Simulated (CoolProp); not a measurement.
R236FA at 380.52 K and 0.48 MPa is throttled through a valve to 0.287 MPa with no heat exchange. Each further row changes one setting.

Model: reference Helmholtz-energy equation of state, Pan 2012, in CoolProp.

```json
[
 {"case": "as stated", "temperature change (K)": "___", "final density (kg/m³)": "___"},
 {"case": "outlet pressure 0.0861 MPa", "temperature change (K)": "-4.3", "final density (kg/m³)": "___"},
 {"case": "outlet pressure 0.373 MPa", "temperature change (K)": "___", "final density (kg/m³)": "___"}
]
```

### Question
Fill in the missing entries.

### Answer

- as stated, temperature change (K): -2.1
- as stated, final density (kg/m³): 14.4
- outlet pressure 0.0861 MPa, final density (kg/m³): 4.23
- outlet pressure 0.373 MPa, temperature change (K): -1.2
- outlet pressure 0.373 MPa, final density (kg/m³): 18.9
